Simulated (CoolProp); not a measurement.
R1224YDZ along the isotherm 111.55 °C: fugacity coefficient from the reference equation and from simpler models built on Tc = 155.5 °C, pc = 3334 kPa, ω = 0.325; each cubic takes its own stable root.

Computed with CoolProp (reference Helmholtz-energy equation of state, Akasaka 2023).

```
p (kPa)   phase  reference  van der Waals  Redlich-Kwong  Peng-Robinson
-------  ------  ---------  -------------  -------------  -------------
417         gas     0.9374         0.9520         0.9424         0.9342
834         gas     0.8751         0.9041         0.8856         0.8698
1250        gas     0.8123         0.8561         0.8291         0.8063
1670     liquid     0.6923         0.8069         0.7715         0.6889
2080     liquid     0.5658         0.7569         0.6538         0.5635
2500     liquid     0.4794         0.6573         0.5565         0.4778
2920     liquid     0.4179         0.5801              ?         0.4168
3330     liquid     0.3729         0.5237         0.4366         0.3721
3750     liquid          ?         0.4788         0.3962         0.3365
4170     liquid     0.3086         0.4431         0.3641         0.3082
4580     liquid     0.2859         0.4148              ?         0.2856
5000     liquid     0.2665         0.3908         0.3166         0.2663
```

What belongs in the gaps?


- 2920, Redlich-Kwong: 0.4873
- 3750, reference: 0.3371
- 4580, Redlich-Kwong: 0.3385

At some of these states van der Waals, Redlich-Kwong gives the other phase, because its saturation line lies elsewhere.
